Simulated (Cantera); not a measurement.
An isothermal, constant-pressure homogeneous reactor starts with 6.19 % H2, 93.8 % O2, equivalence ratio 0.033, at 1350 K and 0.0336 atm.

Detailed kinetics in Cantera: GRI-Mech 3.0 (53 species, 325 reactions). Radical loss at walls, strong at low pressure, is not modelled. The temperature is held fixed by assumption; the heat of reaction is taken as removed at once.

One state of this run: x H2 = 1.04e-5; x O2 = 0.936; x O = 0.000311; x H2O2 = 2.91e-8; x H = 5.77e-6; x HO2 = 4.50e-7; x H2O = 0.0636. x: mole fraction; the columns are a selection and need not sum to one.

### Question
Which value of t (s) does it belong to?
(A) 1.00
(B) 0.00283
(C) 0.141
(D) 0.000400

### Answer
C, 0.141
